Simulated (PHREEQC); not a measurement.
A column of 1 m (30 cells, dispersivity 0.05 m, 720 s a shift, diffusion coefficient 3e-10 m²/s) holds 0.018 eq of the database's cation exchanger X per kg of pore water, first in equilibrium with 2.7 mmol/kgw MgSO4, 7.1 mmol/kgw CaCl2, 0.34 mmol/kgw NaCl and 0.01 mmol/kgw HCl. It is flushed with 42 mmol/kgw KCl, 6.5 mmol/kgw NaCl and 0.01 mmol/kgw HCl, at 25 °C. Values are for the last cell. No CO2 enters from the air. Nothing may precipitate in this run.

Equilibrium calculation in PHREEQC: ion-association model, phreeqc.dat.

Task: Predict K in solution (mol/kgw), S in solution (mol/kgw), Mg in solution (mol/kgw), Ca in solution (mol/kgw) at pore volumes = 1.717, 2.517.

Result: 
```
pore volumes  K in solution (mol/kgw)  S in solution (mol/kgw)  Mg in solution (mol/kgw)  Ca in solution (mol/kgw)
------------  -----------------------  -----------------------  ------------------------  ------------------------
1.717                          0.0327                  7.72e-5                  0.000783                   0.00362
2.517                          0.0397                  1.85e-6                  0.000135                   0.00101
```
